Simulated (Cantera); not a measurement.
Input: 1 mol Fe(CO)5, 46 mol H2, 0.022 mol O2, held at 1300 K and 1.00 bar.

Method: chemical equilibrium by Gibbs-energy minimisation in Cantera with the NASA 1993 tables (ideal gas, pure condensed phases). Kinetics and transport are ignored.

| species | before | after |
|---|---|---|
| H2 | 0.899 | 0.901 |
| CO | 0.0963 | 0.0979 |
| H2O | 0.00262 | 0.000868 |
| CH4 | 0.00191 | 5.92e-5 |
| CO2 | 0.000159 | 5.36e-5 |
| Fe(γ), mol | 1.00 | 1.000 |
Gas species are given as mole fractions.

What was changed between the two runs?
A. temperature from 1300 K to 1175 K
B. O2 from 0.022 to 0.11 mol
C. pressure from 1.00 bar to 0.100 bar
D. H2 from 46 to 5.9 mol

C, pressure from 1.00 bar to 0.100 bar
